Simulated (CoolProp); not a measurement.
Model: reference Helmholtz-energy equation of state, Bücker 2006, in CoolProp.

Question: Give the vapour pressure (MPa), vapour density (kg/m³), surface tension (mN/m), liquid viscosity (µPa s) of saturated n-butane at 317.2, 328.5, 373.7 K.

Answer: 
```
T (K)  p (MPa)  vapour density (kg/m³)  surface tension (mN/m)  liquid viscosity (µPa s)
-----  -------  ----------------------  ----------------------  ------------------------
317.2    0.423                    10.5                    9.79                       132
328.5    0.569                    14.0                    8.57                       119
373.7     1.54                    39.8                    4.00                      77.0
```

Viscosity comes from a separate model (Vogel 1999). Surface tension comes from a separate correlation (Mulero 2012).
